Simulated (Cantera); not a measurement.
## Moist CO burnout

An isothermal, constant-pressure homogeneous reactor starts with 0.175 % CO, 0.243 % O2, 2.33 % H2O, 97.2 % N2, equivalence ratio 0.36, at 1100 K and 100000 Pa.

Cantera simulation using GRI-Mech 3.0 (53 species, 325 reactions); the numbers are that mechanism's predictions, not measurements.

| t (s) | x CO | x O2 | x H2O | x H | x NO2 | x CO2 | x HO2 |
|---|---|---|---|---|---|---|---|
| 3.00e-6 | 0.00175 | 0.00243 | 0.0233 | <1e-12 | <1e-12 | <1e-12 | <1e-12 |
| 1.15e-5 | 0.00175 | 0.00243 | 0.0233 | <1e-12 | <1e-12 | <1e-12 | <1e-12 |
| 4.42e-5 | 0.00175 | 0.00243 | 0.0233 | <1e-12 | <1e-12 | 1.66e-12 | <1e-12 |
| 0.000170 | 0.00175 | 0.00243 | 0.0233 | <1e-12 | <1e-12 | 6.83e-12 | <1e-12 |
| 0.000651 | 0.00175 | 0.00243 | 0.0233 | 7.27e-12 | <1e-12 | 4.14e-11 | 3.54e-12 |
| 0.00250 | 0.00175 | 0.00243 | 0.0233 | 1.09e-10 | <1e-12 | 7.43e-10 | 1.36e-10 |
| 0.00960 | 0.00175 | 0.00243 | 0.0233 | 5.53e-8 | <1e-12 | 4.71e-7 | 9.22e-8 |
| 0.0368 | 0.000525 | 0.00185 | 0.0233 | 1.21e-5 | 8.63e-12 | 0.00123 | 8.40e-7 |
| 0.141 | 3.78e-5 | 0.00158 | 0.0233 | 3.08e-7 | 8.84e-11 | 0.00171 | 2.14e-7 |
| 0.543 | 2.28e-6 | 0.00156 | 0.0234 | 6.24e-9 | 1.84e-10 | 0.00175 | 1.83e-8 |
| 2.08 | 7.79e-8 | 0.00156 | 0.0234 | 1.22e-10 | 7.04e-11 | 0.00175 | 1.04e-9 |
| 8.00 | 8.64e-10 | 0.00156 | 0.0234 | 6.44e-12 | 1.91e-11 | 0.00175 | 1.26e-10 |
x: mole fraction; the columns are a selection and need not sum to one.

Equilibrium at this temperature and pressure: CO 5.98e-11, O2 0.00155, H2O 0.0234, H <1e-12, NO2 2.00e-8, CO2 0.00175, HO2 4.86e-11 (gas phase only).
